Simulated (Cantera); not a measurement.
A Cantera script and what it prints.

```python
import numpy as np
import cantera as ct

gas_names = [...]  # 151 gases of nasa_gas.yaml made of C, H, N, O, Si
cond_names = """
    C(gr) C6H6(L) C7H8(L) C8H18(L),n-octa H2O(s) H2O(L) Si(cr) Si(L) SiC(b) SiO2(Lqz) SiO2(hqz) SiO2(L)
    Si2N2O(s) Si3N4(a)
""".split()


# ... load() reads the species with a 1 bar reference pressure and builds the phases ...
atoms = {
    'Si3N4': {'Si': 3, 'N': 4},
    'O2': {'O': 2},
    'H2': {'H': 2},
    'CO2': {'C': 1, 'O': 2},
}
top_T = {'C(gr)': 4500, 'SiC(b)': 3050, 'Si2N2O(s)': 2100, 'Si3N4(a)': 2400}  # K; cautious upper limits of use, not melting points


# ... equilibrate(T, P, feed) seeds the gas with the atoms and calls Mixture.equilibrate('TP', solver="vcs", rtol=1e-11, max_steps=5000) ...
results = []
feed = {'Si3N4': 1, 'O2': 0.022, 'H2': 2.5, 'CO2': 0.096}  # mol
P = 180  # Pa
for T in [1198, 1298, 1398, 1498, 1598, 1698, 1798, 1898, 1998, 2098]:
    mix = equilibrate(T, P, feed)
    results.append((T, P, feed, dict(zip(mix.species_names, mix.species_moles))))
    x = sorted(zip(gas.X, gas.species_names), reverse=True)
    print(f"T = {T:g} K  P = {P:g} Pa  gas = {mix.phase_moles(0):.4g} mol")
    print("   x: " + "  ".join(f"{s} {v:.3e}" for v, s in x if v > 0.0001))
    print("   condensed (mol): " + ("  ".join(f"{mix.phase(i).name} {mix.phase_moles(i):.4g}"
          for i in range(1, mix.n_phases) if mix.phase_moles(i) > 1e-12) or "none"))
```

Result:

```
T = 1198 K  P = 180 Pa  gas = 2.643 mol
   x: H2 9.460e-01  N2 5.397e-02
   condensed (mol): SiC(b) 0.09595  Si2N2O(s) 0.236  Si3N4(a) 0.8107
T = 1298 K  P = 180 Pa  gas = 2.643 mol
   x: H2 9.460e-01  N2 5.398e-02
   condensed (mol): SiC(b) 0.09597  Si2N2O(s) 0.236  Si3N4(a) 0.8107
T = 1398 K  P = 180 Pa  gas = 2.643 mol
   x: H2 9.459e-01  N2 5.397e-02  H 1.085e-04
   condensed (mol): SiC(b) 0.09596  Si2N2O(s) 0.2359  Si3N4(a) 0.8107
T = 1498 K  P = 180 Pa  gas = 2.644 mol
   x: H2 9.452e-01  N2 5.404e-02  H 3.938e-04  SiO 3.557e-04
   condensed (mol): SiC(b) 0.09592  Si2N2O(s) 0.235  Si3N4(a) 0.811
T = 1598 K  P = 180 Pa  gas = 2.997 mol
   x: H2 8.336e-01  N2 1.605e-01  SiO 4.482e-03  H 1.145e-03  CO 1.696e-04
   condensed (mol): Si(cr) 0.5015  SiC(b) 0.09547  Si2N2O(s) 0.2221  Si3N4(a) 0.6484
T = 1698 K  P = 180 Pa  gas = 4.744 mol
   x: H2 5.258e-01  N2 4.216e-01  SiO 4.725e-02  CO 2.504e-03  H 2.471e-03  Si 3.648e-04
   condensed (mol): Si(L) 2.69  SiC(b) 0.08399
T = 1798 K  P = 180 Pa  gas = 4.759 mol
   x: H2 5.223e-01  N2 4.202e-01  SiO 4.496e-02  H 5.997e-03  CO 4.636e-03  Si 1.714e-03
   condensed (mol): Si(L) 2.703  SiC(b) 0.07352
T = 1898 K  P = 180 Pa  gas = 4.802 mol
   x: H2 5.138e-01  N2 4.163e-01  SiO 4.140e-02  H 1.321e-02  CO 7.743e-03  Si 6.824e-03  SiH 1.811e-04  HCN 1.645e-04  Si2C 1.185e-04
   condensed (mol): Si(L) 2.707  SiC(b) 0.05741
T = 1998 K  P = 180 Pa  gas = 4.925 mol
   x: H2 4.939e-01  N2 4.057e-01  SiO 3.632e-02  H 2.657e-02  Si 2.363e-02  CO 1.161e-02  Si2C 6.422e-04  SiH 4.801e-04  HCN 3.564e-04  Si2 2.437e-04  Si2N 2.197e-04  SiN 1.670e-04
   condensed (mol): Si(L) 2.656  SiC(b) 0.03379
T = 2098 K  P = 180 Pa  gas = 5.273 mol
   x: H2 4.489e-01  N2 3.785e-01  Si 7.255e-02  H 4.859e-02  SiO 3.007e-02  CO 1.469e-02  Si2C 2.774e-03  SiH 1.124e-03  Si2 9.413e-04  HCN 6.401e-04  Si2N 4.745e-04  SiN 3.946e-04  Si3 1.926e-04
   condensed (mol): Si(L) 2.403
```

Method: chemical equilibrium by Gibbs-energy minimisation in Cantera with the NASA 1993 tables (ideal gas, pure condensed phases). Mutual solubility and eutectic melting of coexisting phases are not modelled. The tables' values for SiN are old estimates; treat these amounts as uncertain. Gases not in the tables: Si2H6 and higher silanes.
